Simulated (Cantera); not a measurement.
A freely propagating, adiabatic, planar premixed flame of 16.4 % CH3OH, 17.5 % O2, 66.1 % N2, unburnt at 473 K and 5.90 bar; mixture-averaged transport, grid criteria slope 0.08 and curve 0.16, no radiation.

Detailed kinetics in Cantera: GRI-Mech 3.0 (53 species, 325 reactions). GRI-Mech 3.0 was tuned for natural gas; its chemistry of methanol as a main component is partial and can be far from experiment. Burning velocities carry a grid error of a few per cent, more on coarse grids.

### Question
Predict: laminar burning velocity; thermal thickness; peak x(C2H4); peak x(OH); peak x(CH2CO); peak x(HCN).

### Answer
| Property | Result |
|---|---|
| laminar burning velocity | 65.8 cm/s |
| thermal thickness | 0.0595 mm |
| peak x(C2H4) | 3.22e-6 |
| peak x(OH) | 0.00396 |
| peak x(CH2CO) | 1.32e-5 |
| peak x(HCN) | 6.68e-7 |
